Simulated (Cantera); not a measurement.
A closed system holds: 1 mol BCl3, 0.46 mol NH3, at 10.0 mbar.

Cantera equilibrium calculation (NASA polynomials, part measured and part estimated; ideal gas, pure solids and liquids). Candidate condensed phases: B, BN, NH4Cl; 21 gas species. The tables' values for BCl2 are old estimates; treat these amounts as uncertain. Gases not in the tables: BHCl2. The numbers say what is thermodynamically allowed, not how fast it happens. All values below are at 975 °C.

Base state: HCl 0.703, BCl3 0.287, H2 0.00802, N2 0.00267, Cl 3.14e-5, BCl2 1.51e-5 (mole fractions); condensed: BN(s).

Q: What changes in the equilibrium state with this change: NH3 from 0.46 to 0.69 mol?

A: 
```
species      before    after
----------  -------  -------
HCl           0.703    0.840
BCl3          0.287    0.140
H2          0.00802   0.0150
N2          0.00267  0.00499
BCl2        1.51e-5  8.46e-6
Cl          3.14e-5  2.74e-5
BN(s), mol    0.450    0.666
```
